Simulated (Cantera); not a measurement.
Input (Python, Cantera) and output of one run.

```python
import numpy as np
import cantera as ct

gas_names = """
    C CO CO2 C2 C2O C3 C3O2 C4 C5 O O2 O3 Ti TiO TiO2
""".split()
cond_names = """
    C(gr) Ti(a) Ti(b) Ti(L) TiC(s) TiC(L) TiO(a) TiO(b) TiO(L) TiO2(ru) TiO2(L) Ti2O3(a) Ti2O3(b)
    Ti2O3(L) Ti3O5(a) Ti3O5(b) Ti3O5(L) Ti4O7(s) Ti4O7(L)
""".split()


def load(file, names, dense=False):
    # The tables refer to 1 bar. Condensed volumes are neglected.
    table = {s.name: s for s in ct.Species.list_from_file(file)}
    out = []
    for n in names:
        d = dict(table[n].input_data)
        d["thermo"] = dict(d["thermo"], **{"reference-pressure": 1e5})
        if dense:
            d["equation-of-state"] = {"model": "constant-volume", "density": "1e6 g/cm^3"}
        out.append(ct.Species.from_dict(d))
    return out


gas = ct.Solution(thermo="ideal-gas", species=load("nasa_gas.yaml", gas_names))
cond = {s.name: ct.Solution(thermo="fixed-stoichiometry", species=[s], name=s.name)
        for s in load("nasa_condensed.yaml", cond_names, dense=True)}
atoms = {
    'Ti': {'Ti': 1},
    'CO2': {'C': 1, 'O': 2},
    'CO': {'C': 1, 'O': 1},
}
top_T = {'C(gr)': 4500}  # K; cautious upper limits of use, not melting points


def equilibrate(T, P, feed):
    n = {}
    for name, mol in feed.items():
        for a, k in atoms[name].items():
            n[a] = n.get(a, 0.0) + k * mol
    gas.TPX = T, P, n
    mass = sum(n.values()) * gas.mean_molecular_weight
    gas.equilibrate("TP")
    valid = [c for c in cond.values() if c.min_temp <= T <= top_T.get(c.name, c.max_temp)]
    mix = ct.Mixture([(gas, mass / gas.mean_molecular_weight)] + [(c, 0.0) for c in valid])
    mix.T, mix.P = T, P
    mix.equilibrate("TP", solver="gibbs", rtol=1e-10, max_steps=50000)
    return mix


results = []
feed = {'Ti': 1, 'CO2': 1.1, 'CO': 8.5}  # mol
P = 3400  # Pa
for T in [975, 1050, 1125, 1200, 1275, 1350, 1425]:
    mix = equilibrate(T, P, feed)
    results.append((T, P, feed, dict(zip(mix.species_names, mix.species_moles))))

top = {s: max(r[3][s] / sum(r[3][g] for g in gas_names) for r in results) for s in gas_names}
cols = sorted((s for s in top if top[s] > 1e-06), key=lambda s: -top[s])[:6]
seen = [c for c in cond_names if any(r[3].get(c, 0) > 1e-12 for r in results)]
print("log10 of partial pressures in bar; condensed amounts in mol")
print(f"{'T/K':>10s}" + "".join(f"{s[:9]:>10s}" for s in cols + seen))
for T, P, feed, n in results:
    ng = sum(n[g] for g in gas_names)
    print(f"{T:10.4g}" + "".join(f"{np.log10(max(n[s] / ng * P / 1e5, 1e-99)):10.3f}" for s in cols)
          + "".join(f"{n.get(c, 0):10.4g}" for c in seen))
```

Result:

```
log10 of partial pressures in bar; condensed amounts in mol
       T/K        CO       CO2     C(gr)    TiC(s)  TiO2(ru)  Ti2O3(b)  Ti3O5(b)  Ti4O7(s)
       975    -1.482    -2.982     1.159         0         1         0         0         0
      1050    -1.472    -3.613    0.9619         0         1         0         0         0
      1125    -1.469    -4.172    0.9172         0         1         0         0         0
      1200    -1.469    -4.661    0.6557         0         0         0         0      0.25
      1275    -1.469    -5.092    0.5688         0         0         0    0.3333         0
      1350    -1.469    -5.472    0.5676         0         0         0    0.3333         0
      1425    -1.469    -5.562         0    0.1603         0    0.4198         0         0
```

Cantera equilibrium calculation (NASA polynomials, part measured and part estimated; ideal gas, pure solids and liquids). Mutual solubility and eutectic melting of coexisting phases are not modelled. TiC: taken at fixed stoichiometry. Condensed phases not in the tables: Magnéli phases beyond Ti4O7.
